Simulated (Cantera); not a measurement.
Equilibrium for silicon epitaxy and polysilicon growth: Si₂Cl₆ + H₂

Feed: 1 mol Si₂Cl₆, 34 mol H₂, equilibrated at 128 Torr.

Method: chemical equilibrium by Gibbs-energy minimisation in Cantera with the NASA 1993 tables (ideal gas, pure condensed phases). Candidate condensed phases: Si; 19 gas species. The feed counts by its element totals alone. The tables' values for SiCl₃ are old estimates; treat these amounts as uncertain. Rates play no part.

| T (K) | x H₂ | x HCl | x SiCl₄ | x SiCl₂ | x SiHCl₃ | x SiCl₃ | x SiH₂Cl₂ | n Si(s) |
|---|---|---|---|---|---|---|---|---|
| 825 | 0.952 | 0.00223 | 0.0297 | 5.77e-6 | 0.0157 | 4.41e-5 | 0.000700 | 0.368 |
| 900 | 0.950 | 0.00525 | 0.0293 | 3.95e-5 | 0.0150 | 0.000156 | 0.000732 | 0.398 |
| 975 | 0.946 | 0.0107 | 0.0282 | 0.000197 | 0.0142 | 0.000442 | 0.000748 | 0.449 |
| 1050 | 0.939 | 0.0195 | 0.0260 | 0.000758 | 0.0130 | 0.00104 | 0.000740 | 0.522 |
| 1125 | 0.929 | 0.0320 | 0.0224 | 0.00233 | 0.0113 | 0.00206 | 0.000701 | 0.612 |
| 1200 | 0.916 | 0.0475 | 0.0173 | 0.00581 | 0.00906 | 0.00338 | 0.000623 | 0.699 |
| 1275 | 0.902 | 0.0638 | 0.0112 | 0.0117 | 0.00638 | 0.00448 | 0.000505 | 0.758 |
| 1350 | 0.889 | 0.0773 | 0.00575 | 0.0189 | 0.00379 | 0.00467 | 0.000364 | 0.777 |
x: gas mole fraction; n: condensed amount in mol.

From 825 K to 1350 K the condensed part is Si(s). The main Si-bearing gas is SiCl₄ at 825 K and SiCl₂ at 1350 K. The share of Si in condensed phases is highest at 1350 K (38.8 %) and lowest at 825 K (18.4 %).
